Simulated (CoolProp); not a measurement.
Properties of 1-butene along the isotherm 309.5 K.

Model: reference Helmholtz-energy equation of state, Lemmon 2005, in CoolProp. It is a short technical equation, of lower accuracy than the large ones.

```json
[
 {"p (kPa)": "167", "phase": "gas", "Z": "0.9591", "cv (kJ/(kg K))": "1.442"},
 {"p (kPa)": "334", "phase": "gas", "Z": "0.9145", "cv (kJ/(kg K))": "1.478"},
 {"p (kPa)": "501", "phase": "liquid", "Z": "0.01904", "cv (kJ/(kg K))": "1.609"},
 {"p (kPa)": "668", "phase": "liquid", "Z": "0.02537", "cv (kJ/(kg K))": "1.609"},
 {"p (kPa)": "835", "phase": "liquid", "Z": "0.03169", "cv (kJ/(kg K))": "1.609"},
 {"p (kPa)": "1000", "phase": "liquid", "Z": "0.03792", "cv (kJ/(kg K))": "1.609"},
 {"p (kPa)": "1170", "phase": "liquid", "Z": "0.04434", "cv (kJ/(kg K))": "1.609"},
 {"p (kPa)": "1340", "phase": "liquid", "Z": "0.05075", "cv (kJ/(kg K))": "1.609"},
 {"p (kPa)": "1500", "phase": "liquid", "Z": "0.05678", "cv (kJ/(kg K))": "1.609"},
 {"p (kPa)": "1670", "phase": "liquid", "Z": "0.06318", "cv (kJ/(kg K))": "1.609"},
 {"p (kPa)": "1840", "phase": "liquid", "Z": "0.06957", "cv (kJ/(kg K))": "1.609"},
 {"p (kPa)": "2000", "phase": "liquid", "Z": "0.07557", "cv (kJ/(kg K))": "1.609"}
]
```
